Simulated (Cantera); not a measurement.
A closed system holds: 1 mol CS2, 0.77 mol SO2, 0.22 mol O2, 0.74 mol H2O, at 2825 K and 0.220 bar.

These are equilibrium values from Cantera (NASA tables, ideal gas, pure condensed phases), not measurements of a reactor. Candidate condensed phases: C, C6H6, C7H8, C8H18, H2O, H2SO4, S; 123 gas species. The numbers say what is thermodynamically allowed, not how fast it happens.

Base state: CO 0.231, SO 0.198, S2 0.131, S 0.113, H2 0.0907, SO2 0.0767, H 0.0573, H2O 0.0433 (mole fractions); condensed: gas only.

Q: What changes in the equilibrium state with this change: SO2 from 0.77 to 0.0035 mol?

A: 
```tsv
species	before	after
CO	0.231	0.315
S2	0.131	0.203
H2	0.0907	0.158
SO	0.198	0.0378
SO2	0.0767	0.00224
CO2	0.0157	0.00327
H2O	0.0433	0.0116
SH	0.0283	0.0464
H	0.0573	0.0757
S	0.113	0.141
O2	0.000594	1.39e-5
CS	3.95e-6	4.37e-5
O	0.00311	0.000477
OH	0.00786	0.00159
```
